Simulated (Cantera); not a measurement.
Feed: 1 mol CF₄, 0.12 mol Si, 0.19 mol H₂, at 1998 K and 10.0 Torr.

These are equilibrium values from Cantera (NASA tables, ideal gas, pure condensed phases), not measurements of a reactor. Candidate condensed phases: C, C₆H₆, C₇H₈, C₈H₁₈, Si, SiC; 113 gas species. Gases not in the tables: C₂F₆ and larger saturated fluorocarbons. Equilibrium is a limit: real reactors are often held back by kinetics, nucleation or transport.

Base state: CF₄ 0.533, HF 0.280, SiF₄ 0.0883, CF₂ 0.0693, F 0.0241, CF₃ 0.00526, CF 0.000111 (mole fractions); condensed: C(graphite).

### Question
What changes in the equilibrium state with this change: pressure from 10.0 Torr to 17.3 Torr?

### Answer
```json
[
 {"species": "CF₄", "before": "0.533", "after": "0.552"},
 {"species": "HF", "before": "0.280", "after": "0.284"},
 {"species": "SiF₄", "before": "0.0883", "after": "0.0896"},
 {"species": "CF₂", "before": "0.0693", "after": "0.0537"},
 {"species": "F", "before": "0.0241", "after": "0.0162"},
 {"species": "CF", "before": "0.000111", "after": "7.43e-5"},
 {"species": "CF₃", "before": "0.00526", "after": "0.00471"},
 {"species": "C(graphite), mol", "before": "0.174", "after": "0.183"}
]
```
